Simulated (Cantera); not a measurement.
# Thermodynamics of sublimation and decomposition of ceramics, feed SiC + N₂

Charge: 1 mol SiC, 1.4 mol N₂, equilibrated at 2950 K.

Method: chemical equilibrium by Gibbs-energy minimisation in Cantera with the NASA 1993 tables (ideal gas, pure condensed phases). Candidate condensed phases: C, Si, SiC, Si₃N₄; 20 gas species. The tables' values for SiN are old estimates; treat these amounts as uncertain. The numbers say what is thermodynamically allowed, not how fast it happens.

```csv
P (Pa),log p N₂,log p Si,log p C,log p SiC₂,log p C₃,log p CN,log p Si₂C,log p C₂,n C(graphite),n SiC(s)
1,-5.39,-5.51,-5.64,-7.91,-7.15,-6.44,-11.27,-7.01,0,0
4.60,-4.70,-4.83,-5.20,-6.35,-5.84,-5.66,-9.47,-6.14,0,0
22,-3.98,-4.15,-4.91,-5.08,-4.95,-5.01,-7.82,-5.55,0,0
100,-3.29,-3.54,-4.71,-4.06,-4.35,-4.46,-6.38,-5.15,0,0
460,-2.60,-2.94,-4.57,-3.19,-3.94,-3.98,-5.05,-4.87,0,0
2200,-1.90,-2.31,-4.51,-2.43,-3.74,-3.56,-3.73,-4.74,0.0529,0
10000,-1.22,-1.69,-4.51,-1.81,-3.74,-3.23,-2.50,-4.74,0.174,0
46000,-0.45,-1.32,-4.51,-1.44,-3.74,-2.84,-1.75,-4.74,0.128,0.501
220000,0.32,-1.32,-4.51,-1.44,-3.74,-2.45,-1.75,-4.74,0.0212,0.913
1000000,0.99,-1.32,-4.51,-1.44,-3.74,-2.12,-1.75,-4.74,0.00335,0.980
```
log p: log10 of the partial pressure in bar; n: condensed amount in mol.

From 1.00 Pa to 460 Pa nothing is condensed. From 2200 Pa to 10000 Pa the condensed part is C(graphite). From 46000 Pa to 1000000 Pa the condensed part is C(graphite) + SiC(s). The main Si-bearing gas is Si throughout.
